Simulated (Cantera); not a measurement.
Feed: 1 mol CS₂, 0.9 mol H₂, equilibrated at 1.00 bar.

Method: chemical equilibrium by Gibbs-energy minimisation in Cantera with the NASA 1993 tables (ideal gas, pure condensed phases). Candidate condensed phases: C, C₆H₆, C₇H₈, C₈H₁₈, S; 83 gas species. Equilibrium is a limit: real reactors are often held back by kinetics, nucleation or transport. All values below are at 1973 K.

Base state: H₂ 0.401, CS₂ 0.388, S₂ 0.0914, H₂S 0.0771, CS 0.0275, SH 0.0129, H 0.000854, S 0.000804 (mole fractions); condensed: C(graphite).

Q: What changes in the equilibrium state with this change: H₂ from 0.9 to 0.12 mol?

A: 
```csv
species,before,after
CS₂,0.388,0.690
S₂,0.0914,0.162
H₂,0.401,0.0813
H₂S,0.0771,0.0208
SH,0.0129,0.00773
CS,0.0275,0.0367
CH₄,7.33e-5,3.02e-6
C₂H₂ (acetylene),0.000257,5.21e-5
"C(graphite), mol",0.227,0.179
```
